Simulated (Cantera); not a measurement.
An adiabatic, constant-pressure homogeneous reactor starts with 8.65 % CH4, 1.12 % CO, 8.91 % O2, 81.3 % N2, equivalence ratio 2.0, at 1675 K and 27.6 atm.

Cantera simulation using GRI-Mech 3.0 (53 species, 325 reactions); the numbers are that mechanism's predictions, not measurements. The pressure lies above the range GRI-Mech 3.0 was tuned for (to about 10 atm).

### Question
Predict: time of steepest temperature rise; temperature at 2.00 s; equilibrium temperature; x(CH4) at 2.00 s; x(CO) at 2.00 s; x(O2) at 2.00 s; x(NO) at 2.00 s; x(CH2O) at 2.00 s.

### Answer
- time of steepest temperature rise = 56.0 µs
- temperature at 2.00 s = 2307 K
- equilibrium temperature = 2307 K
- x(CH4) at 2.00 s = 4.20e-9 (gas-phase equilibrium 4.66e-9)
- x(CO) at 2.00 s = 0.0784 (gas-phase equilibrium 0.0784)
- x(O2) at 2.00 s = 1.19e-7 (gas-phase equilibrium 1.19e-7)
- x(NO) at 2.00 s = 1.17e-5 (gas-phase equilibrium 1.17e-5)
- x(CH2O) at 2.00 s = 7.62e-8 (gas-phase equilibrium 7.62e-8)
